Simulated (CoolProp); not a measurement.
Aqueous ethanol as a coolant, 16 % by mass, freezing at -8.1 °C, 1 atm.

Model: Melinder's fits for secondary coolants, in CoolProp.

| T (°C) | Prandtl number | viscosity (mPa s) | density (kg/m³) | conductivity (W/(m K)) |
|---|---|---|---|---|
| -5.7 | 58.8 | 6.16 | 980.0 | 0.463 |
| -2.6 | 48.8 | 5.15 | 979.7 | 0.467 |
| 0.4 | 41.2 | 4.39 | 979.3 | 0.470 |
| 3.5 | 34.9 | 3.75 | 978.7 | 0.473 |
| 6.6 | 29.9 | 3.25 | 978.1 | 0.476 |
| 9.6 | 26.0 | 2.85 | 977.4 | 0.479 |
| 12.7 | 22.6 | 2.51 | 976.5 | 0.483 |
| 15.7 | 20.0 | 2.23 | 975.6 | 0.486 |
| 18.8 | 17.7 | 1.99 | 974.5 | 0.489 |
| 21.9 | 15.8 | 1.79 | 973.4 | 0.492 |
| 24.9 | 14.2 | 1.63 | 972.2 | 0.495 |
| 28 | 12.8 | 1.48 | 970.9 | 0.499 |
| 31 | 11.7 | 1.36 | 969.6 | 0.502 |
